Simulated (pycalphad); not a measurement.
**Phase fractions of Si-0.44Cu (at.%)**

Computed with pycalphad from the COST 507 light-alloy database (1999), at 1 atm. The database dates from 1999; later assessments differ in places, in temperatures and in the compounds included. Amounts are mole fractions of atoms. Kinetics are ignored, which matters at the lower temperatures.

| T (K) | liquid | diamond (Si) | CU19SI6_ETA |
|---|---|---|---|
| 1690 | 1.000 | - | - |
| 1610 | 0.033 | 0.967 | - |
| 1530 | 0.018 | 0.982 | - |
| 1450 | 0.012 | 0.988 | - |
| 1370 | 0.009 | 0.991 | - |
| 1290 | 0.008 | 0.992 | - |
| 1210 | 0.007 | 0.993 | - |
| 1130 | 0.007 | 0.993 | - |
| 1050 | - | 0.994 | 0.006 |
| 970 | - | 0.994 | 0.006 |
| 890 | - | 0.994 | 0.006 |
| 810 | - | 0.994 | 0.006 |
| 730 | - | 0.994 | 0.006 |
| 650 | - | 0.994 | 0.006 |
| 570 | - | 0.994 | 0.006 |

Database names, with the compositions (at.%) that they take in these runs: CU19SI6_ETA: Cu 76 Si 24.
